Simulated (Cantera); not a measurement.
## CH₃OH + H₂O + H₂ (carbon deposition, reforming and gasification)

Feed: 1 mol CH₃OH, 0.35 mol H₂O, 62 mol H₂, at 11.0 bar.

Method: chemical equilibrium by Gibbs-energy minimisation in Cantera with the NASA 1993 tables (ideal gas, pure condensed phases). Candidate condensed phases: C, C₆H₆, C₇H₈, C₈H₁₈, H₂O; 110 gas species. Equilibrium is a limit: real reactors are often held back by kinetics, nucleation or transport.

From 852 °C to 2252 °C nothing is condensed. The main C-bearing gas is CH₄ at 852 °C and CO at 2252 °C.

| T (°C) | log p H₂ | log p H₂O | log p CO | log p CH₄ | log p H | log p CO₂ | log p OH |
|---|---|---|---|---|---|---|---|
| 852 | 1.03 | -0.66 | -1.81 | -0.80 | -6.84 | -3.54 | -10.81 |
| 1052 | 1.03 | -0.93 | -0.95 | -1.24 | -5.27 | -3.19 | -9.07 |
| 1252 | 1.03 | -1.17 | -0.80 | -2.02 | -4.11 | -3.43 | -7.82 |
| 1452 | 1.03 | -1.22 | -0.78 | -2.84 | -3.22 | -3.58 | -6.73 |
| 1652 | 1.03 | -1.23 | -0.78 | -3.53 | -2.50 | -3.67 | -5.83 |
| 1852 | 1.03 | -1.23 | -0.77 | -4.09 | -1.92 | -3.74 | -5.09 |
| 2052 | 1.03 | -1.23 | -0.78 | -4.55 | -1.44 | -3.79 | -4.48 |
| 2252 | 1.03 | -1.23 | -0.78 | -4.94 | -1.04 | -3.84 | -3.97 |
log p: log10 of the partial pressure in bar; nothing condenses.
